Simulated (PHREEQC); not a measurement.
Consider water at 88 °C with 5.1e-05 mol/kgw MgCl2 and 0.0022 mol/kgw NaHCO3. Closed to the air; pH follows from the charge balance.

Model: ion-association model, phreeqc.dat, run in PHREEQC.

This is a speciation only: nothing precipitates in the calculation.

Problem. Estimate the pH.

Solution. pH 7.92.

Problem. In which forms is Mg present?

Solution. Mg+2 92 %, MgHCO3+ 3.3 %, MgOH+ 2.5 %, MgCO3 2.2 % of the Mg.

Constants without temperature data keep their 25 °C values here.
